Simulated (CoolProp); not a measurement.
n-octane along the isotherm 620 K: density (kg/m³) from the reference equation and from simpler models built on Tc = 568.7 K, pc = 24.84 bar, ω = 0.398; each cubic takes its own stable root.

Computed with CoolProp (reference Helmholtz-energy equation of state, Beckmüller 2019).

| p (bar) | phase | reference | van der Waals | Redlich-Kwong | Soave-Redlich-Kwong | Peng-Robinson |
|---|---|---|---|---|---|---|
| 0.196 | gas | 0.4352 | 0.4351 | 0.4352 | 0.4352 | 0.4353 |
| 0.349 | gas | 0.7763 | 0.7760 | 0.7762 | 0.7760 | 0.7764 |
| 0.621 | gas | 1.385 | 1.384 | 1.385 | 1.385 | 1.386 |
| 1.1 | gas | 2.467 | 2.464 | 2.467 | 2.465 | 2.468 |
| 1.96 | gas | 4.438 | 4.428 | 4.437 | 4.430 | 4.443 |
| 3.49 | gas | 8.040 | 8.012 | 8.039 | 8.016 | 8.057 |
| 6.21 | gas | 14.78 | 14.69 | 14.78 | 14.70 | 14.83 |
| 11 | gas | 27.84 | 27.61 | 27.88 | 27.57 | 28.02 |
| 19.6 | gas | 56.63 | 56.47 | 57.20 | 55.51 | 57.25 |
| 34.9 | supercritical | 144.3 | 172.5 | 157.4 | 135.3 | 143.1 |
| 62.1 | supercritical | 339.2 | 264.3 | 301.5 | 278.2 | 302.7 |
